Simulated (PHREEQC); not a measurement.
Synthetic water in mmol/kgw, 20 °C, pH 8.44:

```csv
constituent,mmol/kgw
Na,87
K,4.42
Ca,1.79
Mg,12.6
Cl,149
S(6),25.3
Alkalinity (meq/kgw),0.98
```

Valence states are taken as typed.

Equilibrium calculation in PHREEQC: Pitzer model, pitzer.dat.

Question: The ionic strength comes out as 0.200 mol/kgw. What activity coefficients do SO4-2, Na+, OH-, Cl-, CO3-2 get?

Answer: SO4-2 0.21, Na+ 0.74, OH- 0.68, Cl- 0.72, CO3-2 0.22. Single-ion values are on the MacInnes scale.

This is a speciation only: nothing precipitates in the calculation. The solution is supersaturated, for example in Magnesite (slow to form), so a real one may precipitate; this is no full list.
